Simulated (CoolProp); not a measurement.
Saturation properties of R1233zd(E) (Tc = 438.9 K, pc = 3583 kPa, ω = 0.304).

Values from CoolProp's reference Helmholtz-energy equation of state, Akasaka 2022.

| T (K) | p (kPa) | liquid density (kg/m³) | vapour density (kg/m³) | enthalpy of vaporisation (kJ/kg) | liquid cp (kJ/(kg K)) |
|---|---|---|---|---|---|
| 339.7 | 467.6 | 1155 | 24.64 | 167.5 | 1.287 |
| 345.3 | … | 1139 | 28.50 | 163.8 | 1.304 |
| 350.9 | 623.1 | 1122 | 32.84 | 160.0 | … |
| 356.5 | … | 1105 | 37.73 | 156.0 | 1.341 |
| 362.1 | 814.7 | 1087 | 43.23 | 151.7 | 1.361 |
| 367.7 | 925.6 | 1068 | 49.43 | 147.3 | 1.384 |
| 373.3 | 1048 | 1049 | 56.43 | … | 1.409 |
| 378.9 | 1181 | 1029 | 64.34 | 137.6 | 1.438 |
| 384.5 | 1327 | … | 73.31 | 132.3 | 1.471 |
| 390.1 | 1486 | 985.5 | 83.53 | 126.7 | 1.509 |
| 395.7 | 1659 | 961.6 | … | 120.6 | 1.556 |
| 401.3 | 1847 | 936.0 | 108.8 | 113.9 | 1.614 |
| 406.9 | 2051 | 908.2 | 124.6 | 106.7 | 1.689 |
| 412.5 | … | 877.5 | 143.4 | … | 1.793 |
| 418.1 | 2510 | 842.7 | 166.3 | 89.44 | 1.947 |

Some entries are withheld; supply them.


- 345.3, p (kPa): 541.2
- 350.9, liquid cp (kJ/(kg K)): 1.321
- 356.5, p (kPa): 714.1
- 373.3, enthalpy of vaporisation (kJ/kg): 142.6
- 384.5, liquid density (kg/m³): 1008
- 395.7, vapour density (kg/m³): 95.24
- 412.5, p (kPa): 2272
- 412.5, enthalpy of vaporisation (kJ/kg): 98.61

It boils at 291.3 K under 1 atm.
